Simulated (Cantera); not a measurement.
Reactions in the system Cl-H-O-Sr

Source: NASA polynomial tables (part measured, part estimated), evaluated in Cantera. Values are per mole of reaction as written; species without (g) are pure solids or liquids, kept so even where they would boil at 1 bar.

SrCl₂ + 2 H₂O(g) = Sr(OH)₂ + 2 HCl(g)

```csv
T (K),ΔH° (kJ),ΔS° (J/K),ΔG° (kJ),log10 K,condensed phases
300,159.0,-21.7,165.5,-28.81,"SrCl₂(s), Sr(OH)₂(s)"
1675,189.8,16.7,161.8,-5.05,"SrCl₂(l), Sr(OH)₂(l)"
1750,191.6,17.8,160.5,-4.79,"SrCl₂(l), Sr(OH)₂(l)"
1825,193.3,18.7,159.1,-4.55,"SrCl₂(l), Sr(OH)₂(l)"
1900,195.0,19.6,157.7,-4.34,"SrCl₂(l), Sr(OH)₂(l)"
1975,196.6,20.5,156.2,-4.13,"SrCl₂(l), Sr(OH)₂(l)"
2050,198.2,21.3,154.6,-3.94,"SrCl₂(l), Sr(OH)₂(l)"
2125,199.7,22.0,153.0,-3.76,"SrCl₂(l), Sr(OH)₂(l)"
2200,201.2,22.7,151.3,-3.59,"SrCl₂(l), Sr(OH)₂(l)"
```
